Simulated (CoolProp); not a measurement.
The fluid at 507.04 K and 1.61 MPa is throttled through a valve to 0.22 MPa with no heat exchange. The same conditions are run with several fluids, on thermodynamics alone (safety and materials aside).

The numbers come from the reference Helmholtz-energy equation of state of each fluid (carbonyl sulfide: Lemmon 2006; cyclopentane: Gedanitz 2015; dry air: Lemmon 2000; methanol: de Reuck 1993) in CoolProp. Blends and air are pseudo-pure fits.

**Question.** Rank carbonyl sulfide, cyclopentane, dry air, methanol by temperature change (K), highest first.

**Answer.** dry air (-0.6), carbonyl sulfide (-8.6), cyclopentane (-11.4), methanol (-18.9)

```
fluid             final density (kg/m³)
----------------  ---------------------
carbonyl sulfide                   3.20
cyclopentane                       3.82
dry air                            1.51
methanol                           1.76
```
